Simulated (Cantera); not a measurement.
A closed system holds: 1 mol AlN, 0.29 mol C, 4.8 mol N2, held at 1850 K.

Method: chemical equilibrium by Gibbs-energy minimisation in Cantera with the NASA 1993 tables (ideal gas, pure condensed phases). Candidate condensed phases: Al, AlN, C; 16 gas species. Rates play no part.

What share of the Al ends up in condensed phases as a function of P (Pa), at 1, 7.20, 52, 370, 2700, 19000, 140000, 1000000?


```csv
P (Pa),Al condensed (%),as
1,0.0,-
7.20,0.0,-
52,54.5,AlN(s)
370,98.0,AlN(s)
2700,99.9,AlN(s)
19000,100.0,AlN(s)
140000,100.0,AlN(s)
1000000,100.0,AlN(s)
```
